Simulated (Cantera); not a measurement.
An isothermal, constant-pressure homogeneous reactor starts with CH4 : H2 = 1 : 9.6 (molar parts), at 1473 K and 0.00118 atm. Integrator tolerance rtol = 1e-08.

Computed with Cantera and GRI-Mech 3.0 (53 species, 325 reactions). GRI-Mech 3.0 stops at C3 and has no aromatics, soot or wall deposition, so with more carbon than oxygen in the feed, carbon stays in small species such as C2H2 where larger ones or solid carbon would form. Radical loss at walls, strong at low pressure, is not modelled.

What does this change do: temperature 1473 to 1148 K?


| quantity | before | after |
|---|---|---|
| x(CH4) at 20.0 s | 0.0812 (gas-phase equilibrium 0.000265) | 0.0943 (gas-phase equilibrium 0.0237) |
| x(H2) at 20.0 s | 0.912 (gas-phase equilibrium 0.956) | 0.906 (gas-phase equilibrium 0.944) |
| x(C2H2) at 20.0 s | 0.00563 (gas-phase equilibrium 0.0430) | <1e-12 (gas-phase equilibrium 0.0313) |
| x(C2H6) at 20.0 s | 4.49e-6 (gas-phase equilibrium 2.23e-10) | 5.36e-10 (gas-phase equilibrium 3.29e-7) |
| x(C2H) at 20.0 s | 1.78e-9 (gas-phase equilibrium 2.56e-8) | <1e-12 (gas-phase equilibrium 7.15e-12) |
| x(H) at 20.0 s | 0.000182 (gas-phase equilibrium 0.000360) | 7.58e-8 (gas-phase equilibrium 2.02e-6) |
| x(CH3) at 20.0 s | 0.000326 (gas-phase equilibrium 2.01e-6) | 1.48e-7 (gas-phase equilibrium 9.50e-7) |

What does this change do: pressure from 0.00118 atm to 1.48 atm?


| quantity | before | after |
|---|---|---|
| x(CH4) at 20.0 s | 0.0812 (gas-phase equilibrium 0.000265) | 0.0839 (gas-phase equilibrium 0.0839) |
| x(H2) at 20.0 s | 0.912 (gas-phase equilibrium 0.956) | 0.911 (gas-phase equilibrium 0.911) |
| x(C2H2) at 20.0 s | 0.00563 (gas-phase equilibrium 0.0430) | 0.00319 (gas-phase equilibrium 0.00319) |
| x(C2H6) at 20.0 s | 4.49e-6 (gas-phase equilibrium 2.23e-10) | 2.35e-5 (gas-phase equilibrium 2.35e-5) |
| x(C2H) at 20.0 s | 1.78e-9 (gas-phase equilibrium 2.56e-8) | 5.51e-11 (gas-phase equilibrium 5.51e-11) |
| x(H) at 20.0 s | 0.000182 (gas-phase equilibrium 0.000360) | 9.93e-6 (gas-phase equilibrium 9.93e-6) |
| x(CH3) at 20.0 s | 0.000326 (gas-phase equilibrium 2.01e-6) | 1.84e-5 (gas-phase equilibrium 1.84e-5) |
